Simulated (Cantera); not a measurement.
Input (Python, Cantera):

```python
import numpy as np
import cantera as ct

gas = ct.Solution("h2o2.yaml")
gas.TPX = 550, 250000, {'H2': 1, 'O2': 0.263, 'N2': 0.989}
flame = ct.FreeFlame(gas, width=0.021)
flame.set_refine_criteria(ratio=3, slope=0.08, curve=0.16)
flame.transport_model = "mixture-averaged"
flame.solve(loglevel=0, auto=True)
z, T = flame.grid, flame.T
thick = (T[-1] - T[0]) / np.gradient(T, z).max()
show = ['H2', 'O2', 'H', 'HO2', 'O', 'H2O']
print(f"laminar burning velocity  {flame.velocity[0] * 100:.3f} cm/s")
print(f"burnt temperature         {T[-1]:.1f} K")
print(f"thermal thickness         {thick * 1e3:.4f} mm")
print(f"grid points               {len(z)}")
z0 = z[flame.heat_release_rate.argmax()]
print(f"{'z/mm':>9s}{'T/K':>9s}{'u/(m/s)':>9s}" + "".join(f"{s:>11s}" for s in show))
rows = []
for k in (-3, -2, -1.5, -1, -0.5, -0.25, 0, 0.25, 0.5, 1, 2, 4, 8):
    zz = z0 + k * thick
    rows.append([k * thick, np.interp(zz, z, T), np.interp(zz, z, flame.velocity),
                 *(np.interp(zz, z, flame.X[gas.species_index(s)]) for s in show)])
    print(f"{rows[-1][0] * 1e3:9.3f}{rows[-1][1]:9.1f}{rows[-1][2]:9.3f}" + "".join(f"{x:11.3e}" for x in rows[-1][3:]))
```

It prints:

```
laminar burning velocity  816.841 cm/s
burnt temperature         2283.0 K
thermal thickness         0.1318 mm
grid points               113
     z/mm      T/K  u/(m/s)         H2         O2          H        HO2          O        H2O
   -0.395    550.0    8.168  4.440e-01  1.168e-01  1.419e-15  3.360e-12  3.025e-14  6.720e-12
   -0.264    550.0    8.168  4.440e-01  1.168e-01  5.604e-13  8.124e-10  9.417e-12  1.168e-09
   -0.198    550.0    8.168  4.440e-01  1.168e-01  1.536e-11  1.037e-08  1.328e-10  1.288e-08
   -0.132    550.2    8.170  4.439e-01  1.168e-01  1.380e-08  9.237e-07  1.042e-08  8.540e-07
   -0.066    584.5    8.606  4.378e-01  1.171e-01  1.593e-04  4.198e-04  1.170e-05  1.244e-03
   -0.033    853.2   12.212  4.019e-01  1.099e-01  6.499e-03  3.772e-04  3.163e-04  2.450e-02
    0.000   1273.5   17.706  3.173e-01  7.672e-02  3.481e-02  1.617e-04  2.518e-03  9.865e-02
    0.033   1569.5   21.603  2.355e-01  2.876e-02  6.434e-02  5.692e-05  3.525e-03  1.904e-01
    0.066   1711.7   23.434  2.052e-01  7.927e-03  7.188e-02  1.519e-05  2.347e-03  2.312e-01
    0.132   1837.6   24.972  2.014e-01  1.246e-03  6.418e-02  2.401e-06  1.443e-03  2.461e-01
    0.264   1956.5   26.366  2.093e-01  5.094e-04  4.950e-02  1.044e-06  9.532e-04  2.504e-01
    0.527   2065.3   27.604  2.173e-01  2.759e-04  3.513e-02  5.934e-07  5.360e-04  2.542e-01
    1.054   2153.3   28.580  2.239e-01  1.283e-04  2.321e-02  2.980e-07  2.532e-04  2.577e-01
```

Model: the H2/O2 subset of GRI-Mech 3.0, which has no nitrogen chemistry, integrated in Cantera. The hydrogen kinetics of GRI-Mech 3.0 are dated; newer H2 mechanisms differ, most at raised pressure. Burning velocities carry a grid error of a few per cent, more on coarse grids.
